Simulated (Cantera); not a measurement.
## Ammonia decomposition in nitride growth gas

A perfectly stirred reactor is fed with 14.1 % NH3, 85.9 % N2, at 33.0 Torr; it is held at 1875 K, and followed from long to short residence time.

Detailed kinetics in Cantera: the gas-phase N/H chemistry of the illustrative SiF4/NH3 mechanism in the Surface Chemkin manual (1991). Walls and surfaces, which speed up NH3 decomposition in real reactors, are not modelled.

```tsv
τ (s)	x NH3	x N2	x H	x N	x N2H4	x N2H2
7.7	0.0290	0.824	0.000156	5.58e-7	4.35e-10	1.22e-7
2.8	0.0546	0.832	0.000103	5.86e-7	1.13e-9	2.77e-7
1.0	0.0867	0.842	5.91e-5	5.48e-7	2.37e-9	5.14e-7
0.36	0.114	0.851	2.97e-5	4.06e-7	4.00e-9	7.49e-7
0.13	0.130	0.856	1.33e-5	2.03e-7	5.76e-9	8.82e-7
0.047	0.137	0.858	5.10e-6	6.48e-8	6.78e-9	8.34e-7
0.017	0.140	0.859	1.53e-6	1.47e-8	5.27e-9	5.55e-7
0.0060	0.141	0.859	3.50e-7	2.45e-9	1.71e-9	1.61e-7
```
x: mole fraction; the columns are a selection and need not sum to one.
